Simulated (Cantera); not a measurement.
An adiabatic, constant-volume homogeneous reactor starts with CH₄ : O₂ : N₂ = 1 : 3.39 : 12.7 (molar parts), equivalence ratio 0.59, at 1425 K and 1000000 Pa.

Detailed kinetics in Cantera: GRI-Mech 3.0 (53 species, 325 reactions).

Task: Predict: time of steepest temperature rise; temperature at 3.00 s; equilibrium temperature; x(O₂) at 3.00 s; x(H) at 3.00 s; x(HO₂) at 3.00 s.

Result: 
- time of steepest temperature rise = 0.297 ms
- temperature at 3.00 s = 2741 K
- equilibrium temperature = 2741 K
- x(O₂) at 3.00 s = 0.0708 (gas-phase equilibrium 0.0708)
- x(H) at 3.00 s = 0.000609 (gas-phase equilibrium 0.000609)
- x(HO₂) at 3.00 s = 2.45e-5 (gas-phase equilibrium 2.45e-5)
